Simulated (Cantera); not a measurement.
Feed: 1 mol C2F6, 0.41 mol CH4, held at 1.00 bar.

Cantera equilibrium calculation (NASA polynomials, part measured and part estimated; ideal gas, pure solids and liquids). Candidate condensed phases: C, C6H6, C7H8, C8H18; 95 gas species. The feed counts by its element totals alone. The tables' values for C2F4 are old estimates; treat these amounts as uncertain. Gases not in the tables: C2F6 and larger saturated fluorocarbons. Equilibrium is a limit: real reactors are often held back by kinetics, nucleation or transport.

x: gas mole fraction; n: condensed amount in mol.

```tsv
T (K)	x HF	x CF4	x CF2	x F	n C(graphite)
1950	0.599	0.395	0.00458	0.000549	1.31
1975	0.598	0.394	0.00567	0.000703	1.31
2000	0.598	0.393	0.00699	0.000894	1.31
2025	0.597	0.391	0.00855	0.00113	1.31
2050	0.597	0.389	0.0104	0.00142	1.31
2075	0.596	0.387	…	…	1.30
2100	0.595	0.385	0.0152	0.00221	1.30
2125	0.594	0.382	0.0182	0.00273	1.29
2150	0.592	0.379	0.0217	0.00335	1.29
2175	0.590	0.375	…	…	1.28
2200	0.589	0.371	0.0305	0.00499	1.28
2225	0.586	0.366	0.0358	0.00605	1.27
```

Some entries are withheld; supply them.


- 2175, x CF2: 0.0258
- 2175, x F: 0.00410
- 2075, x CF2: 0.0126
- 2075, x F: 0.00178
